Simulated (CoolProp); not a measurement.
Computed with CoolProp (reference Helmholtz-energy equation of state, Lemmon 2006). It is a short technical equation, of lower accuracy than the large ones.

Give the vapour pressure (kPa), liquid density (kg/m³), surface tension (mN/m), liquid viscosity (µPa s) of saturated C2F6 (R116) at 239.6, 241.8, 261.9 K.


| T (K) | p (kPa) | liquid density (kg/m³) | surface tension (mN/m) | liquid viscosity (µPa s) |
|---|---|---|---|---|
| 239.6 | 677 | 1380 | 5.26 | 198 |
| 241.8 | 729 | 1370 | 5.00 | 191 |
| 261.9 | 1350 | 1230 | 2.70 | 133 |

Viscosity comes from a separate model (Huber 2003), an estimate that may be off by 10 % or more. Surface tension comes from a separate correlation (Mulero 2012).
